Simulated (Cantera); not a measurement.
Input (Python, Cantera) and output of one run.

```python
import numpy as np
import cantera as ct

gas_names = """
    B BH BH2 BH3 BN B2 H H2 N NH NH2 NH3 N2 N2H2 N2H4
""".split()
cond_names = """
    B(b) B(L) BN(s)
""".split()


# ... load() reads the species with a 1 bar reference pressure and builds the phases ...
atoms = {
    'B': {'B': 1},
    'NH3': {'N': 1, 'H': 3},
    'N2': {'N': 2},
}
top_T = {'BN(s)': 3200}  # K; cautious upper limits of use, not melting points


# ... equilibrate(T, P, feed) seeds the gas with the atoms and calls Mixture.equilibrate('TP', solver="vcs", rtol=1e-11, max_steps=5000) ...
results = []
feed = {'B': 1, 'NH3': 28, 'N2': 83}  # mol
T = 1823  # K
P = 40000  # Pa
mix = equilibrate(T, P, feed)
results.append((T, P, feed, dict(zip(mix.species_names, mix.species_moles))))
x = sorted(zip(gas.X, gas.species_names), reverse=True)
print(f"T = {T:g} K  P = {P:g} Pa  gas = {mix.phase_moles(0):.4g} mol")
print("   x: " + "  ".join(f"{s} {v:.3e}" for v, s in x if v > 0.0001))
print("   condensed (mol): " + ("  ".join(f"{mix.phase(i).name} {mix.phase_moles(i):.4g}"
      for i in range(1, mix.n_phases) if mix.phase_moles(i) > 1e-12) or "none"))
```

Output:

```
T = 1823 K  P = 40000 Pa  gas = 138.5 mol
   x: N2 6.966e-01  H2 3.030e-01  H 3.771e-04
   condensed (mol): BN(s) 1
```

Equilibrium computed with Cantera from the NASA thermochemical tables; the gas is ideal and each condensed phase is pure.
